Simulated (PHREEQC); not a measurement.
Make-up at 25 °C: 0.17 mol CuCl2, 0.00078 mol HNO3 and 0.0072 mol H3BO3 per kg of water. Closed to the air; pH follows from the charge balance.

Model: ion-association model, wateq4f.dat, run in PHREEQC.

Each row changes one thing in this solution. This is a speciation only: nothing precipitates in the calculation.

```csv
case,pH,ionic strength (mol/kgw),Cl- (mol/kgw),Cu+2 (mol/kgw),CuCl+ (mol/kgw),CuCl2 (mol/kgw),SI of Atacamite (Cu2(OH)3Cl),SI of Tenorite (CuO)
as made,3.22,0.447,0.307,0.139,0.0293,0.00187,-1.28,-2.63
H3BO3 replaced by Cu(BF4)2 at the same molality,2.68,0.466,0.306,0.144,0.0300,0.00188,-2.88,-3.70
H3BO3 from 0.0072 to 0.00648 mol/kgw,3.22,0.447,0.307,0.139,0.0293,0.00187,-1.28,-2.63
temperature from 25 to 65 °C,3.22,0.332,0.248,0.0838,0.0799,0.00623,-0.20,-1.54
CuCl2 from 0.17 to 0.085 mol/kgw,3.21,0.235,0.159,0.0747,0.00990,0.000396,-1.94,-2.84
temperature from 25 to 40 °C,3.22,0.407,0.286,0.120,0.0471,0.00330,-0.79,-2.16
temperature from 25 to 45 °C,3.22,0.392,0.279,0.113,0.0537,0.00386,-0.65,-2.02
```

At this temperature some constants are extrapolated from 25 °C, and those without enthalpy data are left unchanged. Real BF4- forms and hydrolyses slowly; the run takes it at equilibrium.
